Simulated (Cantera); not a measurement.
What does this Cantera script print?

```python
import numpy as np
import cantera as ct

gas_names = """
    CL CL2 H HCL H2 Si SiCL SiCL2 SiCL3 SiCL4 SiH SiHCL3 SiH2 SiH2CL2 SiH3 SiH3CL SiH4 Si2 Si3
""".split()
cond_names = """
    Si(cr) Si(L)
""".split()


# ... load() reads the species with a 1 bar reference pressure and builds the phases ...
atoms = {
    'Si': {'Si': 1},
    'HCl': {'H': 1, 'CL': 1},
    'H2': {'H': 2},
}
top_T = {}  # K; cautious upper limits of use, not melting points


# ... equilibrate(T, P, feed) seeds the gas with the atoms and calls Mixture.equilibrate('TP', solver="vcs", rtol=1e-11, max_steps=5000) ...
results = []
feed = {'Si': 1, 'HCl': 4.1, 'H2': 1.6}  # mol
T = 1275  # K
P = 35000  # Pa
mix = equilibrate(T, P, feed)
results.append((T, P, feed, dict(zip(mix.species_names, mix.species_moles))))
x = sorted(zip(gas.X, gas.species_names), reverse=True)
print(f"T = {T:g} K  P = {P:g} Pa  gas = {mix.phase_moles(0):.4g} mol")
print("   x: " + "  ".join(f"{s} {v:.3e}" for v, s in x if v > 0.001))
print("   condensed (mol): " + ("  ".join(f"{mix.phase(i).name} {mix.phase_moles(i):.4g}"
      for i in range(1, mix.n_phases) if mix.phase_moles(i) > 1e-12) or "none"))
```

Result:

```
T = 1275 K  P = 35000 Pa  gas = 4.83 mol
   x: H2 6.823e-01  SiCL4 1.357e-01  HCL 1.106e-01  SiHCL3 3.379e-02  SiCL3 1.903e-02  SiCL2 1.735e-02  SiH2CL2 1.166e-03
   condensed (mol): none
```

These are equilibrium values from Cantera (NASA tables, ideal gas, pure condensed phases), not measurements of a reactor. The tables' values for SiCl3 are old estimates; treat these amounts as uncertain.
